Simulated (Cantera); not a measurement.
A freely propagating, adiabatic, planar premixed flame of CO : H₂ : O₂ : N₂ = 1 : 0.095 : 0.582 : 2.19 (molar parts), unburnt at 348 K and 563 Torr; mixture-averaged transport, grid criteria slope 0.08 and curve 0.16, no radiation.

Computed with Cantera and GRI-Mech 3.0 (53 species, 325 reactions). Burning velocities carry a grid error of a few per cent, more on coarse grids.

### Question
How do the results move with these cheaper or finer settings: unity-Lewis-number transport; multicomponent transport; multicomponent+Soret transport; grid criteria slope 0.5, curve 1; grid criteria slope 0.25, curve 0.5; grid criteria slope 0.03, curve 0.06?

### Answer
```
setting                               laminar burning velocity  thermal thickness  peak x(O)  grid points  grid points
------------------------------------  ------------------------  -----------------  ---------  -----------  -----------
as above                                             59.2 cm/s           0.989 mm     0.0155          134          134
unity-Lewis-number transport                         44.4 cm/s           0.898 mm     0.0164          125          125
multicomponent transport                             58.9 cm/s           0.985 mm     0.0154          134          134
multicomponent+Soret transport                       55.8 cm/s            1.00 mm     0.0153          134          134
grid criteria slope 0.5, curve 1                     61.7 cm/s            1.22 mm     0.0155           39           39
grid criteria slope 0.25, curve 0.5                  59.5 cm/s            1.06 mm     0.0154           58           58
grid criteria slope 0.03, curve 0.06                 59.1 cm/s           0.972 mm     0.0154          294          294
```
The base run took about 5 core-seconds (a rough figure).
Unity Lewis numbers drop preferential diffusion, which matters most where H2 and H carry the flame; Soret adds thermal diffusion.
